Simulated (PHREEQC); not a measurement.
0.047 g of hydrous ferric oxide (600 m²/g; 0.2 weak and 0.005 strong sites per Fe, Dzombak-Morel constants, diffuse double layer) in 1 kg of water with 0.005 mol/kgw of an inert sodium salt and 3.7e-06 mol/kgw ZnCl2, 6.8e-06 mol/kgw SrCl2 and 3.9e-07 mol/kgw BaCl2, at 25 °C; the pH is set by adding NaOH or the inert anion's acid. O2 is buffered at 0.21 atm. No CO2 enters from the air. Nothing may precipitate in this run.

The series has 13 steps of pH, from 4 to 12.

All values are PHREEQC results (ion-association model, wateq4f.dat), not measurements.

Task: Near which pH is half of the Zn sorbed, and on which side is more sorbed?

Result: Near pH 6.6, with more sorbed at higher pH.

Task: Near which pH is half of the Sr sorbed, and on which side is more sorbed?

Result: Near pH 9.5, with more sorbed at higher pH.

Task: Near which pH is half of the Ba sorbed, and on which side is more sorbed?

Result: Near pH 9.4, with more sorbed at higher pH.
